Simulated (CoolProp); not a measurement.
Vapour-liquid equilibrium of p-xylene (1) + n-undecane (2) at 0.874 MPa; x and y are mole fractions of (1).

The numbers come from the multi-fluid Helmholtz-energy mixture model, Zhou 2012 and Aleksandrov 2011; pair parameters Bell 2016 in CoolProp.

```
x     bubble temperature, mixture model (K)  bubble temperature, Raoult's law (K)  y, mixture model  y, Raoult's law
----  -------------------------------------  ------------------------------------  ----------------  ---------------
0.05                                  577.7                                 576.4               ___            0.122
0.15                                  570.1                                 567.0             0.245            0.322
0.25                                  562.6                                 558.6               ___            0.478
0.35                                  555.3                                 551.0               ___            0.602
0.45                                  548.2                                 544.1             0.629            0.700
0.55                                  541.5                                 537.9             0.725            0.780
0.65                                  535.0                                 532.1               ___            0.846
0.75                                  529.0                                 526.9             0.875            0.900
0.85                                    ___                                 522.0               ___            0.945
0.95                                  517.9                                 517.5               ___            0.983
```

Question: Complete the blanks.

Answer: 
- 0.05, y, mixture model: 0.085
- 0.25, y, mixture model: 0.390
- 0.35, y, mixture model: 0.518
- 0.65, y, mixture model: 0.806
- 0.85, bubble temperature, mixture model (K): 523.2
- 0.85, y, mixture model: 0.932
- 0.95, y, mixture model: 0.979

The largest gap from Raoult's law is +4.3 K in bubble temperature, at x = 0.35. No azeotrope shows between x = 0.05 and 0.95.

Pair parameters are fitted to limited data, so mixtures are less certain than the pure fluids.
